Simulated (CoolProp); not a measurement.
Vapour-liquid equilibrium of R13 (1) + propylene (2) at 66.4 kPa; x and y are mole fractions of (1).

Values from CoolProp's multi-fluid Helmholtz-energy mixture model, Platzer 1990 and Lemmon 2013; pair parameters Bell 2016. This equation is an older, rougher fit; its heat capacities, sound speeds and derivatives of the liquid may be far off and weren't checked against measurements.

| x | bubble temperature, mixture model (K) | bubble temperature, Raoult's law (K) | y, mixture model | y, Raoult's law |
|---|---|---|---|---|
| 0.05 | 209.2 | 213.0 | 0.349 | 0.210 |
| 0.125 | 201.9 | 208.4 | 0.593 | 0.430 |
| 0.2 | 197.4 | 204.6 | 0.709 | 0.578 |
| 0.275 | 194.4 | 201.4 | ___ | 0.683 |
| 0.35 | 192.4 | 198.6 | 0.814 | 0.759 |
| 0.425 | 190.8 | 196.2 | 0.843 | 0.817 |
| 0.5 | 189.6 | 194.0 | 0.865 | 0.861 |
| 0.575 | 188.7 | 192.1 | 0.883 | 0.895 |
| 0.65 | 187.8 | 190.4 | ___ | 0.923 |
| 0.725 | 187.0 | 188.9 | 0.918 | 0.946 |
| 0.8 | 186.2 | 187.4 | 0.936 | 0.964 |
| 0.875 | ___ | 186.1 | ___ | 0.980 |
| 0.95 | 184.7 | 184.9 | 0.981 | 0.992 |

Task: Some entries are withheld; supply them.

Result: 
- 0.275, y, mixture model: 0.773
- 0.65, y, mixture model: 0.901
- 0.875, bubble temperature, mixture model (K): 185.5
- 0.875, y, mixture model: 0.956

The largest gap from Raoult's law is -7.2 K in bubble temperature, at x = 0.2. No azeotrope shows between x = 0.05 and 0.95.

Pair parameters are fitted to limited data, so mixtures are less certain than the pure fluids.
